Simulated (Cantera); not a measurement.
An isothermal, constant-pressure homogeneous reactor starts with CO : O₂ : H₂O : N₂ = 0.0013 : 0.033 : 0.00059 : 1 (molar parts), equivalence ratio 0.020, at 1225 K and 250000 Pa.

Detailed kinetics in Cantera: GRI-Mech 3.0 (53 species, 325 reactions).

x: mole fraction; the columns are a selection and need not sum to one.

```
t (s)         x CO    x O₂     x H₂O      x H₂     x HO₂       x O     x NO
--------  --------  ------  --------  --------  --------  --------  -------
5.00e-6    0.00126  0.0319  0.000570    <1e-12    <1e-12  3.64e-11   <1e-12
1.37e-5    0.00126  0.0319  0.000570    <1e-12    <1e-12  1.00e-10   <1e-12
3.78e-5    0.00126  0.0319  0.000570    <1e-12  1.40e-12  2.74e-10   <1e-12
0.000104   0.00126  0.0319  0.000570    <1e-12  5.57e-12  7.47e-10   <1e-12
0.000285   0.00126  0.0319  0.000570    <1e-12  4.46e-11   2.05e-9   <1e-12
0.000783   0.00126  0.0319  0.000570  2.50e-12  5.59e-10   6.16e-9   <1e-12
0.00215    0.00126  0.0319  0.000570  4.38e-11   7.98e-9   2.94e-8   <1e-12
0.00592    0.00125  0.0319  0.000570   3.35e-9   3.02e-7   8.60e-7   <1e-12
0.0163           …  0.0318  0.000567   5.64e-7   1.39e-6   1.55e-5  2.03e-9
0.0447           …  0.0315  0.000568   2.62e-7   9.00e-7   7.67e-6  2.39e-8
0.123            …  0.0313  0.000569   5.49e-8   3.68e-7   2.16e-6  6.56e-8
0.337            …  0.0313  0.000570   5.83e-9   6.98e-8   3.46e-7  9.65e-8
0.927            …  0.0313  0.000570  5.71e-10   6.86e-9   5.09e-8  1.12e-7
2.55             …  0.0313  0.000570  1.12e-10   1.11e-9   1.31e-8  1.17e-7
7.00      2.02e-10  0.0313  0.000570  4.54e-11  4.18e-10   4.99e-9  1.18e-7
```

Q: What belongs in the gaps?

A: 
- 0.0163, x CO: 0.00100
- 0.0447, x CO: 0.000465
- 0.123, x CO: 0.000115
- 0.337, x CO: 1.36e-5
- 0.927, x CO: 8.01e-7
- 2.55, x CO: 1.75e-8
